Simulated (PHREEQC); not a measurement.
1 kg of water holding 0.57 mol/kgw NaOH, 0.027 mol/kgw Na2SO4 and 0.079 mol/kgw NaCl is evaporated at 25 °C; the solids stay in contact with the brine. CO2 from the air is kept out. Only these solids could form: Halite, Mirabilite, Thenardite.

Base run: PHREEQC, Pitzer model, pitzer.dat. Each further column changes one thing. The table gives water activity.

```
H2O removed (mol)   base  temperature from 25 to 50 °C  temperature from 25 to 5 °C
-----------------  -----  ----------------------------  ---------------------------
0                  0.978                         0.977                        0.978
24.69              0.959                         0.959                        0.959
34.69              0.938                         0.938                        0.939
43.95              0.880                         0.880                        0.881
49.09              0.753                         0.764                        0.745
51.17              0.595                         0.631                        0.568
53.1               0.267                         0.350                        0.220
```

 At this temperature some constants are extrapolated from 25 °C, and those without enthalpy data are left unchanged.
